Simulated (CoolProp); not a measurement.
Propylene along the isotherm 575 K: fugacity coefficient from the reference equation and from simpler models built on Tc = 364.2 K, pc = 4.555 MPa, ω = 0.146; each cubic takes its own stable root.

Computed with CoolProp (reference Helmholtz-energy equation of state, Lemmon 2013).

```json
[
 {"p (MPa)": "0.144", "phase": "gas", "reference": "0.9978", "Redlich-Kwong": "0.9974", "Soave-Redlich-Kwong": "0.9981", "Peng-Robinson": "0.9974"},
 {"p (MPa)": "0.328", "phase": "gas", "reference": "0.9949", "Redlich-Kwong": "0.9941", "Soave-Redlich-Kwong": "0.9957", "Peng-Robinson": "0.9941"},
 {"p (MPa)": "0.746", "phase": "gas", "reference": "0.9885", "Redlich-Kwong": "0.9868", "Soave-Redlich-Kwong": "0.9903", "Peng-Robinson": "0.9867"},
 {"p (MPa)": "1.7", "phase": "gas", "reference": "0.9741", "Redlich-Kwong": "0.9703", "Soave-Redlich-Kwong": "0.9782", "Peng-Robinson": "0.9703"},
 {"p (MPa)": "3.86", "phase": "gas", "reference": "0.9433", "Redlich-Kwong": "0.9347", "Soave-Redlich-Kwong": "0.9525", "Peng-Robinson": "0.9356"},
 {"p (MPa)": "8.79", "phase": "supercritical", "reference": "0.8817", "Redlich-Kwong": "0.8636", "Soave-Redlich-Kwong": "0.9024", "Peng-Robinson": "0.8691"},
 {"p (MPa)": "20", "phase": "supercritical", "reference": "0.7880", "Redlich-Kwong": "0.7596", "Soave-Redlich-Kwong": "0.8349", "Peng-Robinson": "0.7770"},
 {"p (MPa)": "45.5", "phase": "supercritical", "reference": "0.7672", "Redlich-Kwong": "0.7319", "Soave-Redlich-Kwong": "0.8516", "Peng-Robinson": "0.7493"}
]
```
